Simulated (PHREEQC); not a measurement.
Consider water at 25 °C with 0.023 mol/kgw HF, 0.0014 mol/kgw CsF, 0.00013 mol/kgw H2SiF6 and 0.00073 mol/kgw HCl. Closed to the air; pH follows from the charge balance.

Model: ion-association model, wateq4f.dat, run in PHREEQC.

No solid was allowed to form.

Task: Order these F species by the share of F that they hold, largest first: F-, HF2-, SiF6-2, HF, H2F2.

Result: HF (73 %), F- (15 %), H2F2 (6.9 %), SiF6-2 (3.1 %), HF2- (2.1 %)

The pH is 2.46 and the ionic strength 0.00522 mol/kgw. Species that the database lacks are ignored. wateq4f.dat counts part of the HF as a dimer, H2F2, which phreeqc.dat doesn't know; its constant is uncertain. SiF6-2 is the database's only silicon fluoride.
